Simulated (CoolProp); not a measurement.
A single-stage vapour-compression cycle with R114: evaporating at 303.15 K (dew point), condensing at 348.15 K (bubble point), superheat 10 K, subcooling 2 K, compressor efficiency 0.7, no pressure losses. Each further row changes one setting.

Values from CoolProp's reference Helmholtz-energy equation of state, Platzer 1990. This equation is an older, rougher fit; its heat capacities, sound speeds and derivatives of the liquid may be far off and weren't checked against measurements.

```json
[
 {"case": "as stated", "cooling COP": "3.68", "pressure ratio": "3.31", "discharge temperature (K)": "354.9", "refrigerating effect (kJ/kg)": "88.6", "volumetric capacity (kJ/m³)": "1570"},
 {"case": "evaporating temperature 308.15 K", "cooling COP": "4.34", "pressure ratio": "[?]", "discharge temperature (K)": "355.1", "refrigerating effect (kJ/kg)": "91.6", "volumetric capacity (kJ/m³)": "1870"},
 {"case": "condensing temperature 343.15 K", "cooling COP": "4.31", "pressure ratio": "[?]", "discharge temperature (K)": "[?]", "refrigerating effect (kJ/kg)": "94.0", "volumetric capacity (kJ/m³)": "1660"},
 {"case": "subcooling 7 K", "cooling COP": "[?]", "pressure ratio": "3.31", "discharge temperature (K)": "354.9", "refrigerating effect (kJ/kg)": "94.0", "volumetric capacity (kJ/m³)": "1660"},
 {"case": "superheat 20 K", "cooling COP": "3.81", "pressure ratio": "3.31", "discharge temperature (K)": "365.1", "refrigerating effect (kJ/kg)": "95.9", "volumetric capacity (kJ/m³)": "1630"},
 {"case": "compressor efficiency 0.6", "cooling COP": "3.15", "pressure ratio": "3.31", "discharge temperature (K)": "359.7", "refrigerating effect (kJ/kg)": "88.6", "volumetric capacity (kJ/m³)": "1570"}
]
```

### Question
Some entries are withheld; supply them.

### Answer

- evaporating temperature 308.15 K, pressure ratio: 2.84
- condensing temperature 343.15 K, pressure ratio: 2.95
- condensing temperature 343.15 K, discharge temperature (K): 350.5
- subcooling 7 K, cooling COP: 3.91
